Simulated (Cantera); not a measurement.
SiHCl3 + Cl2 + H2 (silicon epitaxy and polysilicon growth)

A closed system holds: 1 mol SiHCl3, 0.18 mol Cl2, 270 mol H2, held at 19000 Pa.

Cantera equilibrium calculation (NASA polynomials, part measured and part estimated; ideal gas, pure solids and liquids). Candidate condensed phases: Si; 19 gas species. The tables' values for SiCl3 are old estimates; treat these amounts as uncertain. Gases not in the tables: Si2H6 and higher silanes. Rates play no part.

```json
[
 {"T (K)": "900", "x H2": "0.995", "x HCl": "0.00239", "x SiHCl3": "0.00150", "x SiCl4": "0.00127", "n Si(s)": "0.194", "n Si(l)": "0"},
 {"T (K)": "1000", "x H2": "0.992", "x HCl": "0.00548", "x SiHCl3": "0.00104", "x SiCl4": "0.000814", "n Si(s)": "0.432", "n Si(l)": "0"},
 {"T (K)": "1100", "x H2": "0.990", "x HCl": "0.00912", "x SiHCl3": "0.000462", "x SiCl4": "0.000288", "n Si(s)": "0.708", "n Si(l)": "0"},
 {"T (K)": "1200", "x H2": "0.988", "x HCl": "0.0110", "x SiHCl3": "0.000117", "x SiCl4": "4.81e-5", "n Si(s)": "0.854", "n Si(l)": "0"},
 {"T (K)": "1300", "x H2": "0.988", "x HCl": "0.0114", "x SiHCl3": "2.56e-5", "x SiCl4": "6.51e-6", "n Si(s)": "0.885", "n Si(l)": "0"},
 {"T (K)": "1400", "x H2": "0.988", "x HCl": "0.0115", "x SiHCl3": "6.40e-6", "x SiCl4": "1.05e-6", "n Si(s)": "0.886", "n Si(l)": "0"},
 {"T (K)": "1500", "x H2": "0.988", "x HCl": "0.0115", "x SiHCl3": "1.90e-6", "x SiCl4": "2.12e-7", "n Si(s)": "0.880", "n Si(l)": "0"},
 {"T (K)": "1600", "x H2": "0.988", "x HCl": "0.0114", "x SiHCl3": "6.54e-7", "x SiCl4": "5.23e-8", "n Si(s)": "0.873", "n Si(l)": "0"},
 {"T (K)": "1700", "x H2": "0.988", "x HCl": "0.0114", "x SiHCl3": "2.51e-7", "x SiCl4": "1.50e-8", "n Si(s)": "0", "n Si(l)": "0.865"}
]
```
x: gas mole fraction; n: condensed amount in mol.

From 900 K to 1600 K the condensed part is Si(s). At 1700 K the condensed part is Si(l). The main Si-bearing gas is SiHCl3 at 900 K and SiCl2 at 1700 K. The share of Si in condensed phases is highest at 1400 K (88.6 %) and lowest at 900 K (19.4 %).
